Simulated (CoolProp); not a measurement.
Dimethyl ether at several states: density (kg/m³) from the reference equation and from simpler models built on Tc = 400.4 K, pc = 5.337 MPa, ω = 0.196; each cubic takes its own stable root.

Values from CoolProp's reference Helmholtz-energy equation of state, Wu 2011.

| T (K) | p (MPa) | phase | reference |
|---|---|---|---|
| 220.5 | 1.15 | liquid | 773.3 |
| 194.4 | 3.19 | liquid | 807.7 |
| 392.4 | 0.0743 | gas | 1.055 |
| 256.3 | 0.348 | liquid | 724.4 |
| 476.2 | 0.0148 | gas | 0.1723 |

**Question.** How far does each simpler model (van der Waals, Soave-Redlich-Kwong) lie from the reference over these 5 states: mean and median of the absolute difference, and the worst?

**Answer.** 
- van der Waals: mean 35.4 %, median 39.0 %, worst -98.9 % at 256.3 K and 0.348 MPa
- Soave-Redlich-Kwong: mean 5.1 %, median 8.3 %, worst -8.9 % at 194.4 K and 3.19 MPa

At some of these states van der Waals gives the other phase, because its saturation line lies elsewhere.
